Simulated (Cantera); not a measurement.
A closed system holds: 1 mol Si, 1.9 mol Cl2, 16 mol H2, equilibrated at 10000 Pa.

These are equilibrium values from Cantera (NASA tables, ideal gas, pure condensed phases), not measurements of a reactor. Candidate condensed phases: Si; 19 gas species. The tables' values for SiCl3 are old estimates; treat these amounts as uncertain. The numbers say what is thermodynamically allowed, not how fast it happens.

x: gas mole fraction; n: condensed amount in mol.

| T (K) | x H2 | x HCl | x SiCl4 | x SiCl2 | x SiHCl3 | x SiCl3 | x SiH2Cl2 | n Si(s) |
|---|---|---|---|---|---|---|---|---|
| 698 | 0.940 | 0.000717 | 0.0468 | 4.82e-8 | 0.0121 | 2.59e-6 | ? | 0 |
| 773 | 0.939 | 0.00203 | 0.0456 | 9.23e-7 | 0.0133 | 1.70e-5 | ? | 0 |
| 848 | 0.936 | 0.00436 | 0.0435 | 1.21e-5 | 0.0151 | 8.55e-5 | ? | 0 |
| 923 | 0.933 | 0.00819 | 0.0410 | 0.000103 | 0.0167 | 0.000324 | 0.000663 | 0.00624 |
| 998 | 0.927 | 0.0161 | 0.0391 | 0.000473 | 0.0156 | 0.000869 | 0.000670 | 0.0387 |
| 1073 | 0.918 | 0.0283 | 0.0355 | 0.00170 | 0.0141 | 0.00194 | 0.000654 | 0.0820 |
| 1148 | 0.904 | 0.0449 | 0.0297 | 0.00489 | 0.0120 | 0.00363 | 0.000607 | 0.128 |
| 1223 | 0.887 | 0.0645 | 0.0217 | 0.0114 | 0.00922 | 0.00557 | ? | 0.162 |
| 1298 | 0.869 | 0.0833 | 0.0129 | 0.0213 | 0.00609 | 0.00679 | ? | 0.169 |
| 1373 | 0.855 | 0.0972 | 0.00605 | 0.0318 | 0.00337 | 0.00645 | ? | 0.153 |
| 1448 | 0.847 | 0.105 | 0.00234 | 0.0397 | 0.00162 | 0.00503 | ? | 0.130 |
| 1523 | 0.843 | 0.107 | 0.000844 | 0.0446 | 0.000744 | 0.00355 | ? | 0.110 |

Problem. Fill in the missing entries.

Solution. 
- 698, x SiH2Cl2: 0.000206
- 773, x SiH2Cl2: 0.000296
- 848, x SiH2Cl2: 0.000463
- 1223, x SiH2Cl2: 0.000522
- 1298, x SiH2Cl2: 0.000404
- 1373, x SiH2Cl2: 0.000277
- 1448, x SiH2Cl2: 0.000174
- 1523, x SiH2Cl2: 0.000106
